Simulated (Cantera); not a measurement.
A freely propagating, adiabatic, planar premixed flame of H2 : O2 : N2 = 1 : 0.278 : 0.722 (molar parts), unburnt at 700 K and 5.00 bar; mixture-averaged transport, grid criteria slope 0.08 and curve 0.16, no radiation.

Cantera simulation using the H2/O2 subset of GRI-Mech 3.0, which has no nitrogen chemistry; the numbers are that mechanism's predictions, not measurements. The hydrogen kinetics of GRI-Mech 3.0 are dated; newer H2 mechanisms differ, most at raised pressure. Burning velocities carry a grid error of a few per cent, more on coarse grids.

### Question
Predict: laminar burning velocity; thermal thickness; peak x(HO2); peak x(H); peak x(OH).

### Answer
| Property | Result |
|---|---|
| laminar burning velocity | 1620 cm/s |
| thermal thickness | 0.0574 mm |
| peak x(HO2) | 0.000862 |
| peak x(H) | 0.0882 |
| peak x(OH) | 0.0128 |
